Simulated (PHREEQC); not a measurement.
**Phosphoric acid bath**

Consider water at 25 °C with 0.0056 mol H3PO4 and 0.0061 mol K2HPO4 per kg of water. Closed to the air; pH follows from the charge balance.

All values are PHREEQC results (ion-association model, wateq4f.dat), not measurements.

No solid was allowed to form.

What pH does the model give?

pH 5.71.

In which forms is P present?

H2PO4- 96 %, HPO4-2 4.3 % of the P.

H3PO4, which wateq4f.dat lacks, is added to it with the constant of phreeqc.dat.
